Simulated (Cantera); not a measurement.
Input (Python, Cantera) and output of one run.

```python
import numpy as np
import cantera as ct

gas_names = """
    H HNO HNO2 HNO3 HO2 H2 H2O H2O2 N NH NH2 NH3 NH2OH NO NO2 NO3 N2 N2H2 N2H4 N2O O OH O2 O3 Si SiH
    SiH2 SiH3 SiH4 SiN SiO SiO2 Si2 Si2N Si3
""".split()
cond_names = """
    H2O(s) H2O(L) Si(cr) Si(L) SiO2(Lqz) SiO2(hqz) SiO2(L) Si2N2O(s) Si3N4(a)
""".split()


# ... load() reads the species with a 1 bar reference pressure and builds the phases ...
atoms = {
    'Si3N4': {'Si': 3, 'N': 4},
    'N2O': {'N': 2, 'O': 1},
    'H2': {'H': 2},
}
top_T = {'Si2N2O(s)': 2100, 'Si3N4(a)': 2400}  # K; cautious upper limits of use, not melting points


# ... equilibrate(T, P, feed) seeds the gas with the atoms and calls Mixture.equilibrate('TP', solver="vcs", rtol=1e-11, max_steps=5000) ...
results = []
feed = {'Si3N4': 1, 'N2O': 0.14, 'H2': 110}  # mol
P = 27  # Pa
for T in [1198, 1248, 1298, 1348, 1398, 1448, 1498, 1548, 1598, 1648, 1698, 1748]:
    mix = equilibrate(T, P, feed)
    results.append((T, P, feed, dict(zip(mix.species_names, mix.species_moles))))

top = {s: max(r[3][s] / sum(r[3][g] for g in gas_names) for r in results) for s in gas_names}
cols = sorted((s for s in top if top[s] > 1e-06), key=lambda s: -top[s])[:9]
seen = [c for c in cond_names if any(r[3].get(c, 0) > 1e-12 for r in results)]
print("log10 of partial pressures in bar; condensed amounts in mol")
print(f"{'T/K':>10s}" + "".join(f"{s[:9]:>10s}" for s in cols + seen))
for T, P, feed, n in results:
    ng = sum(n[g] for g in gas_names)
    print(f"{T:10.4g}" + "".join(f"{np.log10(max(n[s] / ng * P / 1e5, 1e-99)):10.3f}" for s in cols)
          + "".join(f"{n.get(c, 0):10.4g}" for c in seen))
```

It prints:

```
log10 of partial pressures in bar; condensed amounts in mol
       T/K        H2        N2         H        Si       SiO       SiH       Si2      SiH2      Si2N    Si(cr)     Si(L) Si2N2O(s)  Si3N4(a)
      1198    -3.569    -6.340    -8.506   -12.712   -10.487   -13.315   -17.607   -12.333   -15.921         0         0      0.14    0.9067
      1248    -3.569    -6.340    -8.115   -11.500    -9.469   -12.237   -15.727   -11.479   -14.375         0         0    0.1399    0.9067
      1298    -3.569    -6.326    -7.755   -10.391    -8.536   -11.252   -14.011   -10.701   -12.961  0.008384         0    0.1388    0.9043
      1348    -3.571    -5.773    -7.421    -9.726    -7.853   -10.702   -13.145   -10.343   -12.103    0.7532         0    0.1342    0.6575
      1398    -3.577    -5.311    -7.113    -9.108    -7.170   -10.194   -12.341   -10.014   -11.333     2.748         0    0.1119         0
      1448    -3.578    -5.289    -6.824    -8.534    -6.473    -9.720   -11.594    -9.704   -10.821     2.859         0         0         0
      1498    -3.578    -5.289    -6.554    -7.998    -6.473    -9.278   -10.898    -9.414   -10.355     2.855         0         0         0
      1548    -3.578    -5.289    -6.301    -7.498    -6.473    -8.864   -10.247    -9.143    -9.919     2.846         0         0         0
      1598    -3.579    -5.289    -6.063    -7.029    -6.474    -8.477    -9.638    -8.889    -9.511     2.819         0         0         0
      1648    -3.580    -5.290    -5.841    -6.589    -6.474    -8.115    -9.066    -8.652    -9.130     2.747         0         0         0
      1698    -3.582    -5.292    -5.631    -6.183    -6.476    -7.781    -8.544    -8.437    -8.786         0     2.572         0         0
      1748    -3.586    -5.294    -5.434    -5.837    -6.478    -7.506    -8.126    -8.274    -8.537         0      2.22         0         0
```

Method: chemical equilibrium by Gibbs-energy minimisation in Cantera with the NASA 1993 tables (ideal gas, pure condensed phases). Mutual solubility and eutectic melting of coexisting phases are not modelled. Gases not in the tables: Si2H6 and higher silanes.
